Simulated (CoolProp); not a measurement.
Saturation properties of trans-2-butene (Tc = 155.5 °C, pc = 4.019 MPa, ω = 0.210).

Values from CoolProp's reference Helmholtz-energy equation of state, Lemmon 2005. It is a short technical equation, of lower accuracy than the large ones.

```tsv
T (°C)	p (MPa)	vapour density (kg/m³)	enthalpy of vaporisation (kJ/kg)	liquid cp (kJ/(kg K))	surface tension (mN/m)
-79.25	0.001046	0.03646	471.7	1.993	26.7
-67.15	0.002724	0.08953	462.2	2.018	25.0
-54.95	0.006322	[?]	452.6	2.046	23.4
-42.85	0.01317	0.3900	[?]	2.077	21.7
-30.75	0.02523	0.7140	432.9	2.111	20.1
-18.65	0.04500	1.223	422.7	2.150	18.6
-6.45	0.07592	1.990	411.9	2.194	[?]
5.65	0.1211	3.079	400.7	2.242	15.5
17.75	0.1850	4.582	388.9	2.295	14.0
29.85	0.2721	6.601	376.3	2.354	12.5
42.05	0.3884	9.281	362.6	2.421	11.0
```

Problem. Fill in the missing entries.

Solution. 
- -54.95, vapour density (kg/m³): 0.1968
- -42.85, enthalpy of vaporisation (kJ/kg): 442.9
- -6.45, surface tension (mN/m): 17.0

It boils at 0.9 °C under 1 atm.

Surface tension comes from a separate correlation (Mulero 2014).
